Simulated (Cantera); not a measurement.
Mixture: 14.7 % CH4, 18.1 % O2, 56.4 % N2, 10.7 % H2O, at 2.40 bar, adiabatic and at constant pressure. Ignition delay is the time to a rise of 400 K.

Cantera simulation using GRI-Mech 3.0 (53 species, 325 reactions); the numbers are that mechanism's predictions, not measurements.

Task: Predict: delay at 1225 K; delay at 1325 K; delay at 1425 K; delay at 1525 K; delay at 1625 K; apparent activation energy between 1525 and 1625 K.

Result: 
```json
{
  "delay at 1225 K": "20.3 ms",
  "delay at 1325 K": "6.01 ms",
  "delay at 1425 K": "1.91 ms",
  "delay at 1525 K": "0.648 ms",
  "delay at 1625 K": "0.240 ms",
  "apparent activation energy between 1525 and 1625 K": "210 kJ/mol"
}
```
